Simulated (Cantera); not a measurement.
Feed: 1 mol FeS, 2.6 mol H2, 18 mol N2, held at 7.50 Torr.

Equilibrium computed with Cantera from the NASA thermochemical tables; the gas is ideal and each condensed phase is pure. Candidate condensed phases: Fe, FeS, FeS2, S; 16 gas species. Kinetics and transport are ignored. All values below are at 1848 K.

Base state: N2 0.847, H2 0.119, S2 0.0207, Fe 0.00570, SH 0.00246, H 0.00183, H2S 0.00158, S 0.00156 (mole fractions); condensed: Fe(l).

What changes in the equilibrium state with this change: H2 from 2.6 to 9.7 mol?


```json
[
 {"species": "N2", "before": "0.847", "after": "0.634"},
 {"species": "H2", "before": "0.119", "after": "0.335"},
 {"species": "S2", "before": "0.0207", "after": "0.0135"},
 {"species": "Fe", "before": "0.00570", "after": "0.00570"},
 {"species": "H2S", "before": "0.00158", "after": "0.00360"},
 {"species": "H", "before": "0.00183", "after": "0.00307"},
 {"species": "SH", "before": "0.00246", "after": "0.00334"},
 {"species": "S", "before": "0.00156", "after": "0.00126"},
 {"species": "Fe(l), mol", "before": "0.879", "after": "0.838"}
]
```
